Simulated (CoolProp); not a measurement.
Properties of CHF3 (R23) at several states.

Model: reference Helmholtz-energy equation of state, Penoncello 2003, in CoolProp.

```json
[
 {"T (K)": "299", "p (MPa)": "1.37", "phase": "gas", "cv (kJ/(kg K))": "0.6587", "speed of sound (m/s)": "191.0", "expansivity (1/kK)": "4.967", "viscosity (µPa s)": "15.2", "conductivity (mW/(m K))": "15.6"},
 {"T (K)": "181.9", "p (MPa)": "11.3", "phase": "liquid", "cv (kJ/(kg K))": "0.7166", "speed of sound (m/s)": "928.2", "expansivity (1/kK)": "2.274", "viscosity (µPa s)": "393", "conductivity (mW/(m K))": "149"},
 {"T (K)": "465.3", "p (MPa)": "14.5", "phase": "supercritical", "cv (kJ/(kg K))": "0.8864", "speed of sound (m/s)": "248.3", "expansivity (1/kK)": "4.091", "viscosity (µPa s)": "29.4", "conductivity (mW/(m K))": "39.5"},
 {"T (K)": "340.7", "p (MPa)": "0.015", "phase": "gas", "cv (kJ/(kg K))": "0.6717", "speed of sound (m/s)": "218.1", "expansivity (1/kK)": "2.943", "viscosity (µPa s)": "16.9", "conductivity (mW/(m K))": "15.8"},
 {"T (K)": "438.3", "p (MPa)": "0.0512", "phase": "gas", "cv (kJ/(kg K))": "0.8007", "speed of sound (m/s)": "244.3", "expansivity (1/kK)": "2.291", "viscosity (µPa s)": "21.1", "conductivity (mW/(m K))": "21.0"},
 {"T (K)": "178.5", "p (MPa)": "1.3", "phase": "liquid", "cv (kJ/(kg K))": "0.7148", "speed of sound (m/s)": "897.9", "expansivity (1/kK)": "2.435", "viscosity (µPa s)": "383", "conductivity (mW/(m K))": "148"}
]
```

Viscosity comes from a separate model (Shan 2000). Thermal conductivity comes from a separate model (Shan 2000).
